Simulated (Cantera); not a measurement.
A perfectly stirred reactor is fed with H2 : O2 = 0.2 : 1 (molar parts), equivalence ratio 0.10, at 0.0227 atm; it is held at 1150 K, and followed from long to short residence time.

Detailed kinetics in Cantera: the H2/O2 subset of GRI-Mech 3.0, which has no nitrogen chemistry. Radical loss at walls, strong at low pressure, is not modelled. The temperature is held fixed by assumption; the heat of reaction is taken as removed at once.

One state of this run: x H2 = 0.00140; x O2 = 0.813; x H = 0.00106; x H2O2 = 5.74e-7; x OH = 0.00222; x O = 0.00446. x: mole fraction; the columns are a selection and need not sum to one.

Task: Which value of τ (s) does it belong to?
(A) 0.0026
(B) 0.32
(C) 0.064
(D) 0.14

Result: D, 0.14
